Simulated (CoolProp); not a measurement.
The numbers come from the reference Helmholtz-energy equation of state, Lemmon 2005 in CoolProp. It is a short technical equation, of lower accuracy than the large ones.

Q: Give the vapour pressure (bar), liquid density (kg/m³), vapour density (kg/m³), liquid cp (kJ/(kg K)) of saturated isobutene at 282.2, 349.4, 376.3 K.

A: 
| T (K) | p (bar) | liquid density (kg/m³) | vapour density (kg/m³) | liquid cp (kJ/(kg K)) |
|---|---|---|---|---|
| 282.2 | 1.82 | 608 | 4.66 | 2.30 |
| 349.4 | 11.3 | 516 | 27.9 | 2.76 |
| 376.3 | 19.4 | 465 | 51.4 | 3.16 |
